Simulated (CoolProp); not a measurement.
Model: reference Helmholtz-energy equation of state, Lemmon 2006, in CoolProp. It is a short technical equation, of lower accuracy than the large ones.

Problem. Give the vapour pressure (kPa), liquid density (kg/m³), vapour Z, surface tension (mN/m) of saturated C2F6 (R116) at 204.7, 222.7 K.

Solution. 
| T (K) | p (kPa) | liquid density (kg/m³) | vapour Z | surface tension (mN/m) |
|---|---|---|---|---|
| 204.7 | 165 | 1560 | 0.936 | 9.74 |
| 222.7 | 364 | 1470 | 0.889 | 7.38 |

Surface tension comes from a separate correlation (Mulero 2012).
